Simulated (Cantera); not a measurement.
Mixture: CH4 : C2H6 : C3H8 : O2 : N2 = 1 : 0.061 : 0.042 : 1.73 : 10.2 (molar parts), equivalence ratio 1.4, at 4200 Torr, adiabatic and at constant volume. Ignition delay is the time to a rise of 400 K.

Model: GRI-Mech 3.0 (53 species, 325 reactions), integrated in Cantera.

Q: What does this change do: O2 1.73 to 2.8 parts?

A: 
```tsv
quantity	before	after
delay at 1025 K	31.5 ms	23.5 ms
delay at 1125 K	8.72 ms	5.47 ms
delay at 1225 K	2.52 ms	1.49 ms
delay at 1325 K	0.739 ms	0.433 ms
delay at 1425 K	0.237 ms	0.139 ms
apparent activation energy between 1325 and 1425 K	180 kJ/mol	180 kJ/mol
```

Q: What does this change do: C3H8 0.042 to 0.015 parts?

A: 
| quantity | before | after |
|---|---|---|
| delay at 1025 K | 31.5 ms | 30.5 ms |
| delay at 1125 K | 8.72 ms | 8.42 ms |
| delay at 1225 K | 2.52 ms | 2.68 ms |
| delay at 1325 K | 0.739 ms | 0.874 ms |
| delay at 1425 K | 0.237 ms | 0.300 ms |
| apparent activation energy between 1325 and 1425 K | 180 kJ/mol | 170 kJ/mol |

Q: What does this change do: constant pressure in place of constant volume?

A: 
```tsv
quantity	before	after
delay at 1025 K	31.5 ms	32.9 ms
delay at 1125 K	8.72 ms	9.17 ms
delay at 1225 K	2.52 ms	2.70 ms
delay at 1325 K	0.739 ms	0.813 ms
delay at 1425 K	0.237 ms	0.267 ms
apparent activation energy between 1325 and 1425 K	180 kJ/mol	170 kJ/mol
```
